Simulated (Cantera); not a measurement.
Charge: 1 mol MgO, 7.4 mol C, 0.01 mol CO, held at 2423.15 K and 0.0310 bar.

These are equilibrium values from Cantera (NASA tables, ideal gas, pure condensed phases), not measurements of a reactor. Candidate condensed phases: C, Mg, MgCO3, MgO; 15 gas species. Kinetics and transport are ignored.

Base state: CO 0.502, Mg 0.498 (mole fractions); condensed: C(graphite).

**Question.** What changes in the equilibrium state with this change: C from 7.4 to 0.54 mol?

**Answer.** 
| species | before | after |
|---|---|---|
| Mg | 0.498 | 0.501 |
| CO | 0.502 | 0.487 |
| CO2 | 3.87e-8 | 0.0113 |
| MgO | 2.06e-9 | 0.000625 |
| O | <1e-9 | 0.000178 |
| O2 | <1e-9 | 1.02e-5 |
| C(graphite), mol | 6.40 | 0 |
| MgO(s), mol | 0 | 0.447 |
